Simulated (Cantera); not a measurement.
A closed system holds: 1 mol SiCl₄, 5.4 mol H₂, held at 900 °C and 0.350 bar.

These are equilibrium values from Cantera (NASA tables, ideal gas, pure condensed phases), not measurements of a reactor. Candidate condensed phases: Si; 19 gas species. The tables' values for SiCl₃ are old estimates; treat these amounts as uncertain. The numbers say what is thermodynamically allowed, not how fast it happens.

Base state: H₂ 0.789, SiCl₄ 0.106, HCl 0.0560, SiHCl₃ 0.0347, SiCl₃ 0.00761, SiCl₂ 0.00540, SiH₂Cl₂ 0.00146, SiH₃Cl 1.66e-5 (mole fractions); condensed: gas only.

Q: What changes in the equilibrium state with this change: temperature from 900 °C to 327 °C?

A: 
| species | before | after |
|---|---|---|
| H₂ | 0.789 | 0.842 |
| SiCl₄ | 0.106 | 0.154 |
| HCl | 0.0560 | 0.00189 |
| SiHCl₃ | 0.0347 | 0.00189 |
| SiCl₂ | 0.00540 | <1e-9 |
| SiCl₃ | 0.00761 | 1.10e-8 |
| SiH₃Cl | 1.66e-5 | <1e-9 |
| SiH₂Cl₂ | 0.00146 | 1.16e-6 |
